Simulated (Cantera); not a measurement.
Input: 1 mol SiH2Cl2, 0.6 mol Cl2, 56 mol N2, held at 10.0 Torr.

Method: chemical equilibrium by Gibbs-energy minimisation in Cantera with the NASA 1993 tables (ideal gas, pure condensed phases). Candidate condensed phases: NH4Cl, Si, Si3N4; 28 gas species. N2 is the only nitrogen source here; it is nearly inert below about 1500 K, so the nitride shown seldom forms there in practice. The tables' values for SiCl3, SiCl are old estimates; treat these amounts as uncertain. Rates play no part.

log p: log10 of the partial pressure in bar; n: condensed amount in mol.

```tsv
T (K)	log p N2	log p HCl	log p SiCl2	log p H2	n Si3N4(s)
1400	-1.89	-3.41	-4.14	-4.45	0.146
1450	-1.89	-3.43	-3.94	-4.36	0.109
1500	-1.89	-3.47	-3.81	-4.24	0.0714
1550	-1.89	-3.51	___	___	___
1600	-1.89	-3.57	-3.67	-4.03	___
1650	-1.89	-3.58	-3.66	-4.02	0
1700	-1.89	-3.58	-3.65	-4.03	0
```

Problem. Complete the blanks.

Solution. 
- 1550, log p SiCl2: -3.72
- 1550, log p H2: -4.13
- 1550, n Si3N4(s): 0.0364
- 1600, n Si3N4(s): 0.00377
